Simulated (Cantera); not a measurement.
Charge: 1 mol Ta₂O₅, 2.8 mol C, 1.9 mol H₂, 0.63 mol CH₄, equilibrated at 750 °C and 0.133 bar.

Cantera equilibrium calculation (NASA polynomials, part measured and part estimated; ideal gas, pure solids and liquids). Candidate condensed phases: C, C₆H₆, C₇H₈, C₈H₁₈, H₂O, Ta, TaC, Ta₂O₅; 113 gas species. Mutual solubility and eutectic melting of coexisting phases are not modelled. TaC: taken at fixed stoichiometry. Condensed phases not in the tables: Ta₂C. Rates play no part.

Base state: H₂ 0.984, CH₄ 0.00967, CO 0.00615, H₂O 0.000220 (mole fractions); condensed: C(graphite) + TaC(s) + Ta₂O₅(s).

What changes in the equilibrium state with this change: temperature from 750 °C to 1777 °C?


| species | before | after |
|---|---|---|
| H₂ | 0.984 | 0.558 |
| CO | 0.00615 | 0.435 |
| H | 1.13e-8 | 0.00464 |
| CH₄ | 0.00967 | 2.02e-8 |
| TaO₂ | <1e-9 | 1.34e-5 |
| CO₂ | 1.80e-6 | 0.000390 |
| H₂O | 0.000220 | 0.00238 |
| C(graphite), mol | 3.37 | 0 |
| TaC(s), mol | 0.00803 | 0.984 |
| Ta₂O₅(s), mol | 0.996 | 0.508 |
